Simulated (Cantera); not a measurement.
Feed: 1 mol NaCl, 1.1 mol H₂, at 950 K and 0.560 bar.

These are equilibrium values from Cantera (NASA tables, ideal gas, pure condensed phases), not measurements of a reactor. Candidate condensed phases: Na, NaCl; 10 gas species. Equilibrium is a limit: real reactors are often held back by kinetics, nucleation or transport.

Base state: H₂ 1.000, NaCl 2.78e-5 (mole fractions); condensed: NaCl(s).

Q: What changes in the equilibrium state with this change: pressure from 0.560 bar to 8.30e-6 bar?

A: 
```tsv
species	before	after
H₂	1.000	0.541
NaCl	2.78e-5	0.424
Na₂Cl₂	9.68e-6	0.0335
Na	3.61e-7	0.000618
HCl	3.62e-7	0.000618
NaCl(s), mol	1.000	0
```
